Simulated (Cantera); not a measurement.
Standard-state values (1 bar) from the NASA 1993 polynomials, evaluated with Cantera. Values are per mole of reaction as written; species without (g) are pure solids or liquids, kept so even where they would boil at 1 bar.

Problem. Between 498 and 673 K, where is each reaction favourable under standard conditions?
- 4 P2(g) + 10 NO2(g) = 2 P4O10 + 5 N2(g)

Solution. 
- 4 P2(g) + 10 NO2(g) = 2 P4O10 + 5 N2(g): ΔG° is -6017 kJ at 498 K and -5708 kJ at 673 K; it stays negative (K > 1). ΔH° is -6875 kJ and ΔS° -1734 J/K at 673 K.
